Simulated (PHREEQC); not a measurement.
A solution holds 73 mmol/kgw Cu(NO3)2 and 0.81 mmol/kgw HBF4, at 25 °C. Closed to the air; pH follows from the charge balance.

All values are PHREEQC results (ion-association model, phreeqc.dat), not measurements.

Precipitation was switched off in this run.

Estimate the pH, specific conductance, density.

pH 2.90; specific conductance 13500 µS/cm; density 1.008 g/cm³.

In which forms is F present?

HF 40 %, F- 32 %, CuF+ 13 %, BF4- 12 %, BF3OH- 2.4 %, BF2(OH)2- 1.6 % of the F.

Real BF4- forms and hydrolyses slowly; the run takes it at equilibrium.
